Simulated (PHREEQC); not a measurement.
**Buffer: speciation**

Dissolve 8 mmol/kgw KH2PO4, 0.37 mmol/kgw Na2B4O7 and 0.41 mmol/kgw NaCl at 25 °C. Closed to the air; pH follows from the charge balance.

All values are PHREEQC results (ion-association model, phreeqc.dat), not measurements.

No solid was allowed to form.

**Question.** Estimate the pH, ionic strength.

**Answer.** pH 6.08; ionic strength 0.00987 mol/kgw.

**Question.** In which forms is P present?

**Answer.** H2PO4- 91 %, HPO4-2 9.1 % of the P.
